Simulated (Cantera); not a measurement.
Hydrocarbon pyrolysis for carbon deposition

A perfectly stirred reactor is fed with C2H6 : H2 = 1 : 11 (molar parts), at 0.132 atm; it is held at 1875 K, and followed from long to short residence time.

Model: GRI-Mech 3.0 (53 species, 325 reactions), integrated in Cantera. GRI-Mech 3.0 stops at C3 and has no aromatics, soot or wall deposition, so with more carbon than oxygen in the feed, carbon stays in small species such as C2H2 where larger ones or solid carbon would form.

```tsv
τ (s)	x C2H6	x H2	x C2H	x CH3	x C2H4	x C2H2
1.1	1.44e-6	0.923	1.56e-6	0.000260	0.000128	0.0682
0.54	2.89e-6	0.921	1.56e-6	0.000364	0.000136	0.0671
0.25	6.10e-6	0.919	1.56e-6	0.000522	0.000154	0.0654
0.12	1.23e-5	0.916	1.56e-6	0.000734	0.000189	0.0633
0.056	2.53e-5	0.913	1.57e-6	0.00104	0.000261	0.0605
0.026	5.16e-5	0.908	1.59e-6	0.00145	0.000397	0.0570
0.012	0.000104	0.903	1.62e-6	0.00202	0.000643	0.0530
0.0058	0.000197	0.898	1.65e-6	0.00272	0.00104	0.0488
0.0027	0.000383	0.892	1.68e-6	0.00367	0.00170	0.0438
0.0013	0.000715	0.886	1.68e-6	0.00482	0.00270	0.0386
```
x: mole fraction; the columns are a selection and need not sum to one.
